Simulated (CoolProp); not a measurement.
A Linde-Hampson liquefier for CF4 (R14): isothermal reversible compression at 320 K from 1 atm to 30 MPa, throttling to 1 atm, return gas leaving the recuperator 10 K below the feed. Each further row changes one setting.

Model: reference Helmholtz-energy equation of state, Platzer 1990, in CoolProp. This equation is an older, rougher fit; its heat capacities, sound speeds and derivatives of the liquid may be far off and weren't checked against measurements.

```
case                        liquid yield per pass  compression work (kJ/kg of gas)
--------------------------  ---------------------  -------------------------------
as stated                                   0.226                              159
warm-end temperature 350 K                  0.172                              179
warm-end gap 15 K                           0.214                              159
```
